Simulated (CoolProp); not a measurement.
Model: reference Helmholtz-energy equation of state, Gao 2016, in CoolProp.

Q: For sulfur dioxide, give the phase and the density (kg/m³), cp (kJ/(kg K)), isothermal compressibility (1/MPa) at 94.05 °C and 2.63 MPa; 94.05 °C and 3.51 MPa.

A: 
- 94.05 °C and 2.63 MPa: liquid; density 1140, cp 1.64, isothermal compressibility 0.00578
- 94.05 °C and 3.51 MPa: liquid; density 1150, cp 1.62, isothermal compressibility 0.00546
